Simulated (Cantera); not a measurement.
Mixture: 4.42 % CH4, 20.1 % O2, 75.5 % N2, equivalence ratio 0.44, at 7500 Torr, adiabatic and at constant pressure. Ignition delay is the time to a rise of 400 K.

Detailed kinetics in Cantera: GRI-Mech 3.0 (53 species, 325 reactions).

Task: Predict: delay at 1300 K; delay at 1375 K; delay at 1450 K; delay at 1525 K; delay at 1600 K; delay at 1675 K; delay at 1750 K; apparent activation energy between 1600 and 1750 K.

Result: 
```json
{
  "delay at 1300 K": "1.04 ms",
  "delay at 1375 K": "0.468 ms",
  "delay at 1450 K": "0.224 ms",
  "delay at 1525 K": "0.114 ms",
  "delay at 1600 K": "61.0 µs",
  "delay at 1675 K": "34.6 µs",
  "delay at 1750 K": "20.6 µs",
  "apparent activation energy between 1600 and 1750 K": "170 kJ/mol"
}
```
